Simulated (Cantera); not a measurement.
What does this Cantera script print?

```python
import numpy as np
import cantera as ct

gas_names = """
    CL CL2 H HCL H2 Si SiCL SiCL2 SiCL3 SiCL4 SiH SiHCL3 SiH2 SiH2CL2 SiH3 SiH3CL SiH4 Si2 Si3
""".split()
cond_names = """
    Si(cr) Si(L)
""".split()


# ... load() reads the species with a 1 bar reference pressure and builds the phases ...
atoms = {
    'SiH4': {'Si': 1, 'H': 4},
    'HCl': {'H': 1, 'CL': 1},
    'H2': {'H': 2},
}
top_T = {}  # K; cautious upper limits of use, not melting points


# ... equilibrate(T, P, feed) seeds the gas with the atoms and calls Mixture.equilibrate('TP', solver="vcs", rtol=1e-11, max_steps=5000) ...
results = []
feed = {'SiH4': 1, 'HCl': 0.045, 'H2': 14}  # mol
T = 2198.15  # K
for P in [100, 240, 560, 1300, 3200, 7500, 18000, 42000, 100000]:
    mix = equilibrate(T, P, feed)
    results.append((T, P, feed, dict(zip(mix.species_names, mix.species_moles))))

top = {s: max(r[3][s] / sum(r[3][g] for g in gas_names) for r in results) for s in gas_names}
cols = sorted((s for s in top if top[s] > 0.0001), key=lambda s: -top[s])[:7]
seen = [c for c in cond_names if any(r[3].get(c, 0) > 1e-12 for r in results)]
print("log10 of partial pressures in bar; condensed amounts in mol")
print(f"{'P/Pa':>10s}" + "".join(f"{s[:9]:>10s}" for s in cols + seen))
for T, P, feed, n in results:
    ng = sum(n[g] for g in gas_names)
    print(f"{P:10.4g}" + "".join(f"{np.log10(max(n[s] / ng * P / 1e5, 1e-99)):10.3f}" for s in cols)
          + "".join(f"{n.get(c, 0):10.4g}" for c in seen))
```

Output:

```
log10 of partial pressures in bar; condensed amounts in mol
      P/Pa        H2         H        Si       HCL       SiH       Si2        CL     Si(L)
       100    -3.104    -3.806    -4.275    -5.682    -6.179    -6.906    -6.522         0
       240    -2.696    -3.602    -3.889    -5.274    -5.590    -6.135    -6.318         0
       560    -2.311    -3.409    -3.527    -4.894    -5.035    -5.411    -6.130         0
      1300    -1.922    -3.215    -3.441    -4.499    -4.755    -5.238    -5.929    0.4793
      3200    -1.515    -3.011    -3.441    -4.084    -4.551    -5.238    -5.718    0.7852
      7500    -1.138    -2.823    -3.441    -3.702    -4.362    -5.238    -5.525     0.903
   1.8e+04    -0.753    -2.630    -3.441    -3.314    -4.170    -5.238    -5.329    0.9546
   4.2e+04    -0.382    -2.445    -3.441    -2.941    -3.985    -5.238    -5.142    0.9763
     1e+05    -0.004    -2.256    -3.441    -2.562    -3.796    -5.238    -4.952    0.9862
```

These are equilibrium values from Cantera (NASA tables, ideal gas, pure condensed phases), not measurements of a reactor. The tables' values for SiCl are old estimates; treat these amounts as uncertain. Gases not in the tables: Si2H6 and higher silanes.
